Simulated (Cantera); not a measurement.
## Thermodynamics of hydrogen reduction and annealing atmospheres, feed TiO₂ + H₂ + H₂O

Input: 1 mol TiO₂, 0.58 mol H₂, 5.7 mol H₂O, equilibrated at 7.50 Torr.

Equilibrium computed with Cantera from the NASA thermochemical tables; the gas is ideal and each condensed phase is pure. Candidate condensed phases: H₂O, Ti, TiO, TiO₂, Ti₂O₃, Ti₃O₅, Ti₄O₇; 12 gas species. The numbers say what is thermodynamically allowed, not how fast it happens.

| T (K) | x H₂O | x H₂ | x OH | x H | n TiO₂(rutile) | n TiO₂(l) |
|---|---|---|---|---|---|---|
| 1000 | 0.908 | 0.0924 | 1.50e-10 | 6.90e-9 | 1.00 | 0 |
| 1200 | 0.908 | 0.0924 | 4.71e-8 | 6.00e-7 | 1.00 | 0 |
| 1400 | 0.908 | 0.0923 | 2.89e-6 | 1.48e-5 | 1.00 | 0 |
| 1600 | 0.907 | 0.0923 | 6.36e-5 | 0.000165 | 1.00 | 0 |
| 1800 | 0.906 | 0.0921 | 0.000706 | 0.00109 | 1.000 | 0 |
| 2000 | 0.896 | 0.0934 | 0.00476 | 0.00497 | 1.000 | 0 |
| 2200 | 0.842 | 0.108 | 0.0201 | 0.0185 | 0 | 0.997 |
x: gas mole fraction; n: condensed amount in mol.

From 1000 K to 2000 K the condensed part is TiO₂(rutile). At 2200 K the condensed part is TiO₂(l).
